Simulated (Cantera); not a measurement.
Feed: 1 mol Si₂H₆, 0.0039 mol Cl₂, 3.1 mol N₂, 0.65 mol HCl, equilibrated at 1327 °C and 69.0 mbar.

Equilibrium computed with Cantera from the NASA thermochemical tables; the gas is ideal and each condensed phase is pure. Candidate condensed phases: NH₄Cl, Si, Si₃N₄; 28 gas species. The feed counts by its element totals alone. The tables' values for SiCl₃ are old estimates; treat these amounts as uncertain. Equilibrium is a limit: real reactors are often held back by kinetics, nucleation or transport.

Task: What is the equilibrium state?

Result: 
```
Item                                  Value
--------------------------------  ---------
x(H₂)                                 0.556
x(N₂)                                 0.328
x(HCl)                                0.111
x(SiCl₂)                            0.00431
x(SiCl₃)                           0.000231
x(H)                               0.000154
x(SiCl₄)                            3.05e-5
x(Cl)                               2.45e-5
x(SiHCl₃)                           2.19e-5
n(Si₃N₄(s))                       0.658 mol
gas amount                        5.437 mol
log10 activity of Si(s) (absent)      -1.25
```
